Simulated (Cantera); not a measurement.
An isothermal, constant-pressure homogeneous reactor starts with 45.5 % CH4, 54.5 % CO2, at 1600 K and 120000 Pa.

Computed with Cantera and GRI-Mech 3.0 (53 species, 325 reactions).

**Question.** Predict: x(CH4) at 70.0 s; x(CO2) at 70.0 s; x(CH2CO) at 70.0 s; x(OH) at 70.0 s.

**Answer.** 
* **x(CH4) at 70.0 s**: 0.00265 (gas-phase equilibrium 2.57e-6)
* **x(CO2) at 70.0 s**: 0.0145 (gas-phase equilibrium 0.0132)
* **x(CH2CO) at 70.0 s**: 1.53e-7 (gas-phase equilibrium 1.18e-10)
* **x(OH) at 70.0 s**: 1.10e-7 (gas-phase equilibrium 1.01e-7)
